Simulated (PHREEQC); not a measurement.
## Nickel, zinc or cadmium bath

Solution (5 °C): 0.00095 mol/kgw NiCl2, 0.00074 mol/kgw NaCl and 0.0032 mol/kgw MnSO4. Closed to the air; pH follows from the charge balance.

Computed with PHREEQC (ion-association model, wateq4f.dat).

Each row changes one thing in this solution. This is a speciation only: nothing precipitates in the calculation.

```
case                                            pH  ionic strength (mol/kgw)  Mn+2 (mol/kgw)  SO4-2 (mol/kgw)  MnSO4 (mol/kgw)  MnCl+ (mol/kgw)  SI of Mirabilite (Na2SO4:10H2O)  SI of Halite (NaCl)
--------------------------------------------  ----  ------------------------  --------------  ---------------  ---------------  ---------------  -------------------------------  -------------------
as made                                       6.81                    0.0143         0.00282          0.00269         0.000363          1.92e-5                            -7.02                -7.35
NiCl2 from 0.00095 to 0.00105 mol/kgw         6.80                    0.0146         0.00282                ?         0.000360          2.06e-5                            -7.03                -7.32
NiCl2 replaced by FeCl3 at the same molality  3.41                    0.0143         0.00285          0.00236         0.000323          2.65e-5                            -7.08                -7.22
NaCl from 0.00074 to 0.0037 mol/kgw           6.82                    0.0173         0.00282          0.00270         0.000340          3.94e-5                            -5.65                -6.33
MnSO4 from 0.0032 to 0.00032 mol/kgw          6.80                   0.00473        0.000311         0.000289                ?          2.53e-6                                ?                -7.31
```

### Question
Complete the blanks.

### Answer

- NiCl2 from 0.00095 to 0.00105 mol/kgw, SO4-2 (mol/kgw): 0.00268
- MnSO4 from 0.0032 to 0.00032 mol/kgw, MnSO4 (mol/kgw): 6.07e-6
- MnSO4 from 0.0032 to 0.00032 mol/kgw, SI of Mirabilite (Na2SO4:10H2O): -7.87

Complexes and solids missing from the database can't appear. Some of these states are supersaturated (in Jarosite-Na, Hematite (slow to form), for instance). In wateq4f.dat the enthalpy of Ni(OH)2 has the wrong sign, so its saturation index can't be trusted away from 25 °C. Constants without temperature data keep their 25 °C values here.
